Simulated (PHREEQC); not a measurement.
Make-up at 50 °C: 12 mmol/kgw NH4HF2, 13 mmol/kgw (NH4)2SiF6 and 14 mmol/kgw HBF4. Closed to the air; pH follows from the charge balance.

Model: ion-association model, phreeqc.dat, run in PHREEQC.

No solid was allowed to form.

What pH, ionic strength does the model give?

pH 2.38; ionic strength 0.0559 mol/kgw.

In which forms is F present?

SiF6-2 49 %, BF4- 34 %, HF 14 %, F- 1.7 %, BF3OH- 0.7 % of the F.

Away from 25 °C the constants follow the database's enthalpies or fits; those with neither stay at their 25 °C values. SiF6-2 is the database's only silicon fluoride. Real BF4- forms and hydrolyses slowly; the run takes it at equilibrium.
